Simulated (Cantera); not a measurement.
What does this Cantera script print?

```python
import numpy as np
import cantera as ct

gas = ct.Solution("h2o2.yaml")
gas.TPX = 525, 300000, {'H2': 1, 'O2': 0.909, 'N2': 3.42}
flame = ct.FreeFlame(gas, width=0.019)
flame.set_refine_criteria(ratio=3, slope=0.08, curve=0.16)
flame.transport_model = "mixture-averaged"
flame.solve(loglevel=0, auto=True)
z, T = flame.grid, flame.T
thick = (T[-1] - T[0]) / np.gradient(T, z).max()
show = ['H2', 'O2', 'HO2', 'O', 'H2O2', 'H2O']
print(f"laminar burning velocity  {flame.velocity[0] * 100:.3f} cm/s")
print(f"burnt temperature         {T[-1]:.1f} K")
print(f"thermal thickness         {thick * 1e3:.4f} mm")
print(f"grid points               {len(z)}")
z0 = z[flame.heat_release_rate.argmax()]
print(f"{'z/mm':>9s}{'T/K':>9s}{'u/(m/s)':>9s}" + "".join(f"{s:>11s}" for s in show))
rows = []
for k in (-3, -2, -1.5, -1, -0.5, -0.25, 0, 0.25, 0.5, 1, 2, 4, 8):
    zz = z0 + k * thick
    rows.append([k * thick, np.interp(zz, z, T), np.interp(zz, z, flame.velocity),
                 *(np.interp(zz, z, flame.X[gas.species_index(s)]) for s in show)])
    print(f"{rows[-1][0] * 1e3:9.3f}{rows[-1][1]:9.1f}{rows[-1][2]:9.3f}" + "".join(f"{x:11.3e}" for x in rows[-1][3:]))
```

Output:

```
laminar burning velocity  161.728 cm/s
burnt temperature         1884.9 K
thermal thickness         0.1167 mm
grid points               108
     z/mm      T/K  u/(m/s)         H2         O2        HO2          O       H2O2        H2O
   -0.350    525.1    1.615  1.862e-01  1.709e-01  6.599e-08  7.739e-11  1.633e-08  6.861e-06
   -0.233    525.8    1.612  1.831e-01  1.715e-01  5.207e-07  1.129e-09  1.299e-07  4.667e-05
   -0.175    528.2    1.609  1.778e-01  1.726e-01  3.144e-06  1.023e-08  7.875e-07  2.309e-04
   -0.117    542.1    1.626  1.631e-01  1.752e-01  2.781e-05  1.263e-07  6.715e-06  1.588e-03
   -0.058    687.3    1.986  1.202e-01  1.755e-01  4.708e-04  1.502e-05  7.683e-05  1.998e-02
   -0.029    966.0    2.739  8.286e-02  1.610e-01  4.719e-04  3.140e-04  8.414e-05  5.969e-02
    0.000   1289.8    3.626  4.494e-02  1.329e-01  2.669e-04  1.977e-03  2.336e-05  1.146e-01
    0.029   1516.9    4.257  1.990e-02  1.077e-01  1.589e-04  3.999e-03  5.671e-06  1.560e-01
    0.058   1646.1    4.615  9.366e-03  9.565e-02  1.047e-04  4.459e-03  3.208e-06  1.754e-01
    0.117   1766.2    4.939  3.743e-03  8.964e-02  5.579e-05  3.150e-03  1.712e-06  1.879e-01
    0.233   1839.4    5.129  1.440e-03  8.872e-02  2.302e-05  1.318e-03  8.827e-07  1.942e-01
    0.467   1870.2    5.208  4.409e-04  8.898e-02  7.761e-06  4.091e-04  4.296e-07  1.972e-01
    0.934   1881.0    5.234  1.289e-04  8.928e-02  2.916e-06  1.255e-04  2.126e-07  1.983e-01
```

Cantera simulation using the H2/O2 subset of GRI-Mech 3.0, which has no nitrogen chemistry; the numbers are that mechanism's predictions, not measurements. The hydrogen kinetics of GRI-Mech 3.0 are dated; newer H2 mechanisms differ, most at raised pressure. Burning velocities carry a grid error of a few per cent, more on coarse grids. Lean hydrogen flames are cellular in practice and burn faster than this planar one.
